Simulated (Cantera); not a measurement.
An isothermal, constant-pressure homogeneous reactor starts with 79.4 % NO, 20.6 % N2, at 1898 K and 8300 Pa.

Detailed kinetics in Cantera: GRI-Mech 3.0 (53 species, 325 reactions).

x: mole fraction; the columns are a selection and need not sum to one.

```json
[
 {"t (s)": "0.000600", "x NO": "0.794", "x O2": "2.88e-7", "x O": "…", "x N2O": "1.62e-5", "x NO2": "2.29e-6", "x N2": "0.206"},
 {"t (s)": "0.00125", "x NO": "0.794", "x O2": "1.32e-6", "x O": "…", "x N2O": "3.28e-5", "x NO2": "8.22e-6", "x N2": "0.206"},
 {"t (s)": "0.00262", "x NO": "0.793", "x O2": "6.81e-6", "x O": "…", "x N2O": "6.39e-5", "x NO2": "2.48e-5", "x N2": "0.206"},
 {"t (s)": "0.00548", "x NO": "0.793", "x O2": "3.87e-5", "x O": "…", "x N2O": "0.000116", "x NO2": "5.51e-5", "x N2": "0.206"},
 {"t (s)": "0.0115", "x NO": "0.793", "x O2": "0.000179", "x O": "…", "x N2O": "0.000183", "x NO2": "7.95e-5", "x N2": "0.207"},
 {"t (s)": "0.0240", "x NO": "0.792", "x O2": "0.000571", "x O": "0.000132", "x N2O": "0.000235", "x NO2": "8.81e-5", "x N2": "0.207"},
 {"t (s)": "0.0501", "x NO": "0.790", "x O2": "0.00146", "x O": "0.000138", "x N2O": "0.000249", "x NO2": "9.32e-5", "x N2": "0.208"},
 {"t (s)": "0.105", "x NO": "0.786", "x O2": "0.00335", "x O": "0.000146", "x N2O": "0.000246", "x NO2": "0.000101", "x N2": "0.210"},
 {"t (s)": "0.219", "x NO": "0.778", "x O2": "0.00731", "x O": "…", "x N2O": "0.000239", "x NO2": "0.000115", "x N2": "0.214"},
 {"t (s)": "0.458", "x NO": "0.762", "x O2": "0.0156", "x O": "…", "x N2O": "0.000225", "x NO2": "0.000139", "x N2": "0.222"},
 {"t (s)": "0.957", "x NO": "0.727", "x O2": "0.0329", "x O": "…", "x N2O": "0.000199", "x NO2": "0.000177", "x N2": "0.239"},
 {"t (s)": "2.00", "x NO": "0.658", "x O2": "0.0676", "x O": "…", "x N2O": "0.000156", "x NO2": "0.000221", "x N2": "0.274"}
]
```

**Question.** Fill in the missing entries.

**Answer.** 
- 0.000600, x O: 1.49e-5
- 0.00125, x O: 2.84e-5
- 0.00262, x O: 5.23e-5
- 0.00548, x O: 8.84e-5
- 0.0115, x O: 0.000119
- 0.219, x O: 0.000161
- 0.458, x O: 0.000187
- 0.957, x O: 0.000231
- 2.00, x O: 0.000299
